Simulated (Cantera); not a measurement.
Cantera run:

```python
import numpy as np
import cantera as ct

gas_names = """
    CL CL2 Fe FeCL FeCL2 FeCL3 Fe2CL4 Fe2CL6 N N2
""".split()
cond_names = """
    Fe(a) Fe(c) Fe(d) Fe(L) FeCL2(s) FeCL2(L) FeCL3(s) FeCL3(L)
""".split()


def load(file, names, dense=False):
    # The tables refer to 1 bar. Condensed volumes are neglected.
    table = {s.name: s for s in ct.Species.list_from_file(file)}
    out = []
    for n in names:
        d = dict(table[n].input_data)
        d["thermo"] = dict(d["thermo"], **{"reference-pressure": 1e5})
        if dense:
            d["equation-of-state"] = {"model": "constant-volume", "density": "1e6 g/cm^3"}
        out.append(ct.Species.from_dict(d))
    return out


gas = ct.Solution(thermo="ideal-gas", species=load("nasa_gas.yaml", gas_names))
cond = {s.name: ct.Solution(thermo="fixed-stoichiometry", species=[s], name=s.name)
        for s in load("nasa_condensed.yaml", cond_names, dense=True)}
atoms = {
    'FeCl3': {'Fe': 1, 'CL': 3},
    'N2': {'N': 2},
}
top_T = {}  # K; cautious upper limits of use, not melting points


def equilibrate(T, P, feed):
    n = {}
    for name, mol in feed.items():
        for a, k in atoms[name].items():
            n[a] = n.get(a, 0.0) + k * mol
    gas.TPX = T, P, n
    mass = sum(n.values()) * gas.mean_molecular_weight
    gas.equilibrate("TP")
    valid = [c for c in cond.values() if c.min_temp <= T <= top_T.get(c.name, c.max_temp)]
    mix = ct.Mixture([(gas, mass / gas.mean_molecular_weight)] + [(c, 0.0) for c in valid])
    mix.T, mix.P = T, P
    mix.equilibrate("TP", solver="vcs", rtol=1e-11, max_steps=5000)
    return mix


results = []
feed = {'FeCl3': 1, 'N2': 0.47}  # mol
P = 0.38  # Pa
for T in [825, 875, 925, 975, 1025, 1075, 1125, 1175, 1225, 1275, 1325, 1375]:
    mix = equilibrate(T, P, feed)
    results.append((T, P, feed, dict(zip(mix.species_names, mix.species_moles))))

top = {s: max(r[3][s] / sum(r[3][g] for g in gas_names) for r in results) for s in gas_names}
cols = sorted((s for s in top if top[s] > 0.0001), key=lambda s: -top[s])[:5]
seen = [c for c in cond_names if any(r[3].get(c, 0) > 1e-12 for r in results)]
print("log10 of partial pressures in bar; condensed amounts in mol")
print(f"{'T/K':>10s}" + "".join(f"{s[:9]:>10s}" for s in cols + seen))
for T, P, feed, n in results:
    ng = sum(n[g] for g in gas_names)
    print(f"{T:10.4g}" + "".join(f"{np.log10(max(n[s] / ng * P / 1e5, 1e-99)):10.3f}" for s in cols)
          + "".join(f"{n.get(c, 0):10.4g}" for c in seen))
```

Output:

```
log10 of partial pressures in bar; condensed amounts in mol
       T/K     FeCL3     FeCL2        CL        N2       CL2
       825    -5.765    -6.191    -8.033    -5.954    -6.498
       875    -5.898    -6.010    -7.499    -5.977    -6.325
       925    -6.083    -5.889    -7.047    -6.002    -6.222
       975    -6.317    -5.820    -6.670    -6.027    -6.187
      1025    -6.592    -5.788    -6.364    -6.053    -6.223
      1075    -6.909    -5.783    -6.129    -6.080    -6.344
      1125    -7.266    -5.791    -5.970    -6.105    -6.564
      1175    -7.652    -5.802    -5.881    -6.124    -6.880
      1225    -8.044    -5.808    -5.840    -6.133    -7.252
      1275    -8.424    -5.811    -5.824    -6.138    -7.638
      1325    -8.783    -5.812    -5.818    -6.140    -8.012
      1375    -9.119    -5.813    -5.815    -6.140    -8.367
```

Method: chemical equilibrium by Gibbs-energy minimisation in Cantera with the NASA 1993 tables (ideal gas, pure condensed phases).
